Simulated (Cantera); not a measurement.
Charge: 1 mol Fe2O3, 11 mol H2, 2.5 mol N2, held at 56000 Pa.

These are equilibrium values from Cantera (NASA tables, ideal gas, pure condensed phases), not measurements of a reactor. Candidate condensed phases: Fe, FeO, Fe(OH)2, Fe(OH)3, Fe2O3, Fe3O4, H2O; 27 gas species. Mutual solubility and eutectic melting of coexisting phases are not modelled. The tables' stoichiometric FeO is somewhat more stable than real wüstite, so its field is too wide. FeO: taken at fixed stoichiometry. Rates play no part.

Task: Which condensed phases are stable at each of these points (T (°C)): 1100, 1200, 1300, 1400, 1500, 1600, 1700?

Result: 
| T (°C) | condensed phases | Fe condensed (%) |
|---|---|---|
| 1100 | Fe(γ) + FeO(s) | 100.0 |
| 1200 | Fe(γ) | 100.0 |
| 1300 | Fe(γ) | 100.0 |
| 1400 | Fe(δ) | 100.0 |
| 1500 | Fe(δ) | 100.0 |
| 1600 | Fe(l) | 99.9 |
| 1700 | Fe(l) | 99.6 |

At 1100 °C the condensed part is Fe(γ) + FeO(s). From 1200 °C to 1300 °C the condensed part is Fe(γ). From 1400 °C to 1500 °C the condensed part is Fe(δ). From 1600 °C to 1700 °C the condensed part is Fe(l).
